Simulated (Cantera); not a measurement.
Cantera run:

```python
import numpy as np
import cantera as ct

gas_names = """
    F F2 H HF H2 H2F2 H3F3 H4F4 H5F5 H6F6 H7F7 Si SiF SiF2 SiF3 SiF4 SiH SiHF3 SiH2 SiH2F2 SiH3 SiH3F
    SiH4 Si2 Si3
""".split()
cond_names = """
    Si(cr) Si(L)
""".split()


# ... load() reads the species with a 1 bar reference pressure and builds the phases ...
atoms = {
    'Si': {'Si': 1},
    'HF': {'H': 1, 'F': 1},
    'H2': {'H': 2},
}
top_T = {}  # K; cautious upper limits of use, not melting points


# ... equilibrate(T, P, feed) seeds the gas with the atoms and calls Mixture.equilibrate('TP', solver="vcs", rtol=1e-11, max_steps=5000) ...
results = []
T = 1223  # K
P = 120  # Pa
for m in [2.2, 2.7, 3.4, 4.3, 5.3, 6.6, 8.3, 10, 13, 16, 20]:
    feed = {'Si': 1, 'HF': m, 'H2': 3.9}  # mol
    mix = equilibrate(T, P, feed)
    results.append((T, P, feed, dict(zip(mix.species_names, mix.species_moles))))
    x = sorted(zip(gas.X, gas.species_names), reverse=True)
    print(f"T = {T:g} K  P = {P:g} Pa  n(HF) = {m:g} mol  gas = {mix.phase_moles(0):.4g} mol")
    print("   x: " + "  ".join(f"{s} {v:.3e}" for v, s in x if v > 1e-06))
    print("   condensed (mol): " + ("  ".join(f"{mix.phase(i).name} {mix.phase_moles(i):.4g}"
          for i in range(1, mix.n_phases) if mix.phase_moles(i) > 1e-12) or "none"))
```

Result:

```
T = 1223 K  P = 120 Pa  n(HF) = 2.2 mol  gas = 5.56 mol
   x: H2 8.970e-01  SiF4 8.947e-02  SiF3 8.306e-03  SiHF3 3.384e-03  HF 1.006e-03  SiF2 7.957e-04  SiH2F2 6.241e-05  H 8.220e-06
   condensed (mol): Si(cr) 0.4328
T = 1223 K  P = 120 Pa  n(HF) = 2.7 mol  gas = 5.937 mol
   x: H2 8.818e-01  SiF4 1.032e-01  SiF3 9.247e-03  SiHF3 3.735e-03  HF 1.034e-03  SiF2 8.548e-04  SiH2F2 6.590e-05  H 8.151e-06
   condensed (mol): Si(cr) 0.3045
T = 1223 K  P = 120 Pa  n(HF) = 3.4 mol  gas = 6.465 mol
   x: H2 8.636e-01  SiF4 1.199e-01  SiF3 1.034e-02  SiHF3 4.135e-03  HF 1.062e-03  SiF2 9.210e-04  SiH2F2 6.955e-05  H 8.066e-06
   condensed (mol): Si(cr) 0.1251
T = 1223 K  P = 120 Pa  n(HF) = 4.3 mol  gas = 7.201 mol
   x: H2 8.191e-01  SiF4 1.385e-01  HF 4.207e-02  SiF3 2.937e-04  SiHF3 1.143e-04  H 7.855e-06
   condensed (mol): none
T = 1223 K  P = 120 Pa  n(HF) = 5.3 mol  gas = 8.2 mol
   x: H2 7.194e-01  HF 1.586e-01  SiF4 1.219e-01  SiF3 6.426e-05  SiHF3 2.344e-05  H 7.362e-06
   condensed (mol): none
T = 1223 K  P = 120 Pa  n(HF) = 6.6 mol  gas = 9.5 mol
   x: H2 6.210e-01  HF 2.737e-01  SiF4 1.052e-01  SiF3 2.987e-05  SiHF3 1.013e-05  H 6.840e-06
   condensed (mol): none
T = 1223 K  P = 120 Pa  n(HF) = 8.3 mol  gas = 11.2 mol
   x: H2 5.268e-01  HF 3.839e-01  SiF4 8.926e-02  SiF3 1.664e-05  H 6.300e-06  SiHF3 5.195e-06
   condensed (mol): none
T = 1223 K  P = 120 Pa  n(HF) = 10 mol  gas = 12.9 mol
   x: HF 4.651e-01  H2 4.573e-01  SiF4 7.750e-02  SiF3 1.111e-05  H 5.870e-06  SiHF3 3.233e-06
   condensed (mol): none
T = 1223 K  P = 120 Pa  n(HF) = 13 mol  gas = 15.9 mol
   x: HF 5.660e-01  H2 3.711e-01  SiF4 6.288e-02  SiF3 6.673e-06  H 5.287e-06  SiHF3 1.749e-06
   condensed (mol): none
T = 1223 K  P = 120 Pa  n(HF) = 16 mol  gas = 18.9 mol
   x: HF 6.349e-01  H2 3.122e-01  SiF4 5.290e-02  H 4.849e-06  SiF3 4.591e-06  SiHF3 1.103e-06
   condensed (mol): none
T = 1223 K  P = 120 Pa  n(HF) = 20 mol  gas = 22.9 mol
   x: HF 6.987e-01  H2 2.576e-01  SiF4 4.366e-02  H 4.406e-06  SiF3 3.128e-06
   condensed (mol): none
```

Cantera equilibrium calculation (NASA polynomials, part measured and part estimated; ideal gas, pure solids and liquids). The tables' values for SiF3, SiF2 are old estimates; treat these amounts as uncertain.
